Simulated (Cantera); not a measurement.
## N2O furnace oxynitridation

A perfectly stirred reactor is fed with N₂O : H₂O = 1 : 0.013 (molar parts), at 0.510 bar; it is held at 1398 K, and followed from long to short residence time.

Cantera simulation using GRI-Mech 3.0 (53 species, 325 reactions); the numbers are that mechanism's predictions, not measurements. GRI-Mech 3.0 was tuned for natural gas; its chemistry of N2O as a main component is partial and can be far from experiment. The mechanism lacks the step 2 NO + O2 → 2 NO2, which can matter for NO2 below about 1400 K. The temperature is held fixed by assumption; the heat of reaction is taken as removed at once.

| τ (s) | x N₂O | x H₂O | x HO₂ | x NO₂ | x OH | x H₂O₂ |
|---|---|---|---|---|---|---|
| 3.2 | 0.0356 | 0.00873 | 8.61e-8 | 0.000297 | 4.08e-5 | 3.78e-9 |
| 1.1 | 0.0875 | 0.00894 | 1.21e-7 | 0.000380 | 4.93e-5 | 5.29e-9 |
| 0.41 | 0.189 | 0.00938 | 1.85e-7 | 0.000453 | 5.71e-5 | 6.87e-9 |
| 0.15 | 0.370 | 0.0102 | 3.37e-7 | 0.000518 | 6.40e-5 | 8.52e-9 |
| 0.052 | 0.615 | 0.0112 | 7.48e-7 | 0.000559 | 6.86e-5 | 1.02e-8 |
| 0.019 | 0.805 | 0.0120 | 1.65e-6 | 0.000522 | 6.83e-5 | 1.22e-8 |
| 0.0067 | 0.913 | 0.0125 | 3.39e-6 | 0.000376 | 6.21e-5 | 1.76e-8 |
| 0.0024 | 0.959 | 0.0127 | 5.78e-6 | 0.000190 | 5.15e-5 | 3.12e-8 |
| 0.00086 | 0.977 | 0.0128 | 7.91e-6 | 5.94e-5 | 3.83e-5 | 5.03e-8 |
| 0.00031 | 0.984 | 0.0128 | 7.52e-6 | 9.97e-6 | 2.44e-5 | 4.49e-8 |
x: mole fraction; the columns are a selection and need not sum to one.
